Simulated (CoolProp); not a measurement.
Vapour-liquid equilibrium of R134a (1) + R1234yf (2) at 12.1 bar; x and y are mole fractions of (1).

Model: multi-fluid Helmholtz-energy mixture model, Tillner-Roth 1994 and Lemmon 2022; pair parameters Bell 2022, in CoolProp.

```csv
x,"bubble temperature, mixture model (K)","bubble temperature, Raoult's law (K)","y, mixture model","y, Raoult's law"
0.05,319.7,320.1,0.056,0.050
0.15,319.1,320.0,0.162,0.151
0.25,318.6,320.0,0.263,0.251
0.35,318.3,320.0,0.360,0.352
0.45,318.1,320.0,0.454,0.452
0.55,318.1,319.9,0.548,0.552
0.65,318.2,319.9,0.642,0.652
0.75,318.5,319.9,0.738,0.751
0.85,318.9,319.8,0.838,0.851
0.95,319.4,319.8,0.944,0.950
```

The largest gap from Raoult's law is -1.9 K in bubble temperature, at x = 0.45. y crosses x between x = 0.45 and 0.55: the model has an azeotrope there.

The pair parameters rest on a limited set of measurements; away from them the model extrapolates.
